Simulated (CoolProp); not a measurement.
The numbers come from the reference Helmholtz-energy equation of state, de Reuck 1990 in CoolProp.

Task: Give the vapour pressure (kPa), vapour density (kg/m³), enthalpy of vaporisation (kJ/kg), liquid cp (kJ/(kg K)) of saturated fluorine at 113.9, 121.5, 124.1 K.

Result: 
| T (K) | p (kPa) | vapour density (kg/m³) | enthalpy of vaporisation (kJ/kg) | liquid cp (kJ/(kg K)) |
|---|---|---|---|---|
| 113.9 | 1140 | 55.5 | 139 | 1.73 |
| 121.5 | 1780 | 87.5 | 125 | 1.90 |
| 124.1 | 2040 | 102 | 119 | 1.99 |
